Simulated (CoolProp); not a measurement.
Saturation properties of CHF3 (R23).

The numbers come from the reference Helmholtz-energy equation of state, Penoncello 2003 in CoolProp.

| T (K) | p (MPa) | liquid cp (kJ/(kg K)) | surface tension (mN/m) |
|---|---|---|---|
| 211.2 | 0.2854 | 1.284 | 13.1 |
| 221.9 | 0.4550 | 1.320 | 11.2 |
| 232.6 | 0.6922 | 1.368 | 9.25 |
| 243.3 | 1.013 | 1.433 | 7.40 |
| 254 | 1.433 | 1.525 | 5.64 |
| 264.6 | 1.966 | 1.666 | 3.98 |
| 275.3 | 2.643 | 1.920 | 2.44 |
| 286 | 3.487 | 2.543 | 1.10 |

It boils at 191.1 K under 1 atm.

Surface tension comes from a separate correlation (Mulero 2012).
